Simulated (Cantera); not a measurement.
Catalytic stagnation flow on Pt

A jet of 8.37 % CH4, 13.8 % O2, 77.8 % N2 at 300 K and 270 Torr hits a platinum plate 6.9 cm away at a mass flux of 0.13 kg/m²/s; the plate temperature is set and raised in steps from an oxygen-covered start.

Detailed kinetics in Cantera: Deutschmann's 1995 Pt surface mechanism with GRI-Mech 3.0 gas chemistry. Catalytic surfaces can have several steady states; this one follows from the mechanism file's or the stated starting coverage.

| plate T (K) | wall x CH4 | wall x O2 | wall x H2O | wall x OH | wall x CO | wall x CO2 | θ free Pt | θ H* | θ CO* | θ C* |
|---|---|---|---|---|---|---|---|---|---|---|
| 850 | 0.0162 | 0.00622 | 0.125 | <1e-8 | 0.0238 | 0.0552 | 0.296 | 4.15e-5 | 0.701 | 0.00268 |
| 900 | 0.0114 | 0.00452 | 0.133 | <1e-8 | 0.0402 | 0.0414 | 0.360 | 0.000123 | 0.635 | 0.00478 |
| 950 | 0.00735 | 0.00307 | 0.139 | <1e-8 | 0.0540 | 0.0300 | 0.452 | 0.000354 | 0.540 | 0.00791 |
| 1000 | 0.00470 | 0.00209 | 0.142 | <1e-8 | 0.0618 | 0.0240 | 0.564 | 0.000868 | 0.424 | 0.0105 |
| 1050 | 0.00314 | 0.00149 | 0.141 | <1e-8 | 0.0627 | 0.0248 | 0.686 | 0.00161 | 0.303 | 0.00937 |
| 1100 | 0.00229 | 0.00115 | 0.135 | <1e-8 | 0.0574 | 0.0321 | 0.800 | 0.00224 | 0.191 | 0.00580 |
| 1150 | 0.00189 | 0.000996 | 0.128 | 1.04e-8 | 0.0491 | 0.0421 | 0.886 | 0.00256 | 0.108 | 0.00307 |
| 1200 | 0.00169 | 0.000924 | 0.121 | 2.49e-8 | 0.0404 | 0.0523 | 0.939 | 0.00264 | 0.0566 | 0.00156 |
x: mole fraction at the wall; θ: surface coverage.
